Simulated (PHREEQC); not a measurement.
Make-up at 25 °C: 3.1 mmol/kgw Pb(NO3)2, 0.81 mmol/kgw ZnCl2, 10 mmol/kgw H2SO4 and 0.068 mmol/kgw NaCl. Closed to the air; pH follows from the charge balance.

The numbers come from PHREEQC with the ion-association model, phreeqc.dat.

```
quantity                      before     after
--------------------------  --------  --------
pH                              1.85      2.12
ionic strength (mol/kgw)      0.0278    0.0152
Pb+2 (mol/kgw)               0.00169  0.000935
Zn+2 (mol/kgw)              0.000612  0.000321
PbNO3+ (mol/kgw)             8.07e-5   2.58e-5
SI of Pb(OH)2 (Pb(OH)2)        -7.49     -7.16
SI of Zn(OH)2(e) (Zn(OH)2)    -11.28    -10.97
```

**Question.** Name the change that produced these shifts.
(A) H2SO4 left out
(B) H2SO4 from 0.01 to 0.1 mol/kgw
(C) diluted 2-fold with water
(D) temperature from 25 to 20 °C
(E) NaCl left out

**Answer.** C, diluted 2-fold with water

Precipitation was switched off in this run. Some of these states are supersaturated (in Anglesite, for instance).
